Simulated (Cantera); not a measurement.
A perfectly stirred reactor is fed with 4.18 % CH₄, 3.68 % C₂H₆, 19.3 % O₂, 72.8 % N₂, equivalence ratio 1.1, at 158 Torr; it is adiabatic with a 750 K inlet, and is followed from long to short residence time, starting on the burning branch (τ in s: 0.075, 0.029, 0.011, 0.0042, 0.0016, 0.00061, 0.00023, 8.9e-05, 3.4e-05).

Detailed kinetics in Cantera: GRI-Mech 3.0 (53 species, 325 reactions).

x: mole fraction; the columns are a selection and need not sum to one.

```
τ (s)    T (K)     x CH₄    x C₂H₆     x O₂      x NO   x CO₂   x C₂H₄    x H₂
-------  -----  --------  --------  -------  --------  ------  -------  ------
0.075     2343   2.20e-6   2.57e-7  0.00879   0.00177  0.0668  2.82e-7  0.0174
0.029     2295   4.64e-6   6.63e-7   0.0108   0.00107  0.0644  6.13e-7  0.0189
0.011     2233   1.01e-5   1.72e-6   0.0131  0.000532  0.0617  1.26e-6  0.0207
0.0042    2173       ___       ___      ___       ___  0.0592      ___  0.0222
0.0016    2124   5.77e-5   1.16e-5   0.0172  0.000156  0.0568  5.85e-6  0.0234
0.00061   2085  0.000156   3.21e-5   0.0200  0.000108  0.0530  1.52e-5  0.0241
0.00023   2030  0.000515  0.000107   0.0270   7.38e-5  0.0440  5.48e-5  0.0251
8.9e-5     750    0.0418    0.0368    0.193    <1e-12  <1e-12   <1e-12  <1e-12
3.4e-5     750    0.0418    0.0368    0.193    <1e-12  <1e-12   <1e-12  <1e-12
```

Question: Complete the blanks.

Answer: 
- 0.0042, x CH₄: 2.32e-5
- 0.0042, x C₂H₆: 4.41e-6
- 0.0042, x O₂: 0.0152
- 0.0042, x NO: 0.000266
- 0.0042, x C₂H₄: 2.60e-6
